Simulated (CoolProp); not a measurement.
n-perfluorobutane along the isobar 0.0859 MPa: density (kg/m³) from the reference equation and from simpler models built on Tc = 386.3 K, pc = 2.322 MPa, ω = 0.372; each cubic takes its own stable root.

Computed with CoolProp (reference Helmholtz-energy equation of state, Gao 2022).

```csv
T (K),phase,reference,Redlich-Kwong,Soave-Redlich-Kwong,Peng-Robinson
185.9,liquid,1891,1695,1749,1964
212.3,liquid,1799,1622,1688,1900
238.7,liquid,1709,1539,1616,1823
265.1,liquid,1617,9.633,1530,1730
291.5,gas,8.710,8.683,8.720,8.736
317.9,gas,7.921,7.911,7.931,7.945
344.3,gas,7.273,7.271,7.281,7.292
370.8,gas,6.725,6.728,6.731,6.741
397.2,gas,6.259,6.265,6.263,6.272
423.6,gas,5.856,5.862,5.858,5.866
450,gas,5.502,5.509,5.504,5.510
```

At some of these states Redlich-Kwong gives the other phase, because its saturation line lies elsewhere.
